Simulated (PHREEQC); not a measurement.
A solution holds 0.0027 mol/kgw Na2HPO4, at 25 °C. Closed to the air; pH follows from the charge balance.

Computed with PHREEQC (ion-association model, wateq4f.dat).

Each row changes one thing in this solution. Precipitation was switched off in this run.

```
case                          pH  ionic strength (mol/kgw)  H2PO4- (mol/kgw)  NaHPO4- (mol/kgw)
--------------------------  ----  ------------------------  ----------------  -----------------
as made                     9.20                   0.00805           2.05e-5            1.93e-5
diluted 2-fold with water   9.09                   0.00403           1.42e-5            5.33e-6
0.0047 mol/kgw H2SO4 added  2.37                    0.0136           0.00174           2.36e-10
3.1e-05 mol/kgw HCl added   8.89                   0.00802           4.11e-5            1.91e-5
3.6e-05 mol/kgw TMAH added  9.54                   0.00810           9.28e-6            1.93e-5
```

H3PO4, which wateq4f.dat lacks, is added to it with the constant of phreeqc.dat.
